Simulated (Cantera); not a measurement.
A closed system holds: 1 mol c-C4F8, 0.8 mol F2, at 2400 °C and 0.825 Torr.

These are equilibrium values from Cantera (NASA tables, ideal gas, pure condensed phases), not measurements of a reactor. Candidate condensed phases: C; 13 gas species. The feed counts by its element totals alone. Rates play no part.

Base state: F 0.910, CF 0.0488, CF2 0.0333, C3 0.00558, C 0.00140, C2 0.000532, C5 3.36e-5, CF3 2.98e-5 (mole fractions); condensed: C(graphite).

What changes in the equilibrium state with this change: temperature from 2400 °C to 1352 °C?


```
species             before    after
----------------  --------  -------
CF4                2.53e-6    0.990
CF2                 0.0333  0.00716
F                    0.910  0.00230
CF                  0.0488  1.07e-6
C3                 0.00558    <1e-9
C                  0.00140    <1e-9
C2                0.000532    <1e-9
C(graphite), mol      3.05     1.59
```
Gases not in the tables: C2F6 and larger saturated fluorocarbons.
